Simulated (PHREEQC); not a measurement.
Solution (25 °C): 2.4 mol/kgw NaOH, 0.19 mol/kgw KCl and 4.8 mol/kgw NaCl. Closed to the air; pH follows from the charge balance.

Computed with PHREEQC (Pitzer model, pitzer.dat).

```yaml
pH: 14.32
ionic_strength: 7.39 mol/kgw
activity_of_water: 0.705
density: 1.227 g/cm³
osmotic_coefficient: 1.315
total_alkalinity: 2400 meq/kg
```

```csv
species,molality,activity,log γ
Na+,7.20,12.1,0.224
Cl-,4.99,3.22,-0.190
OH-,2.40,1.49,-0.207
K+,0.190,0.215,0.054
```

Precipitation was switched off in this run. Complexes and solids missing from the database can't appear. In brines, pH and single-ion activities rest on the MacInnes convention.
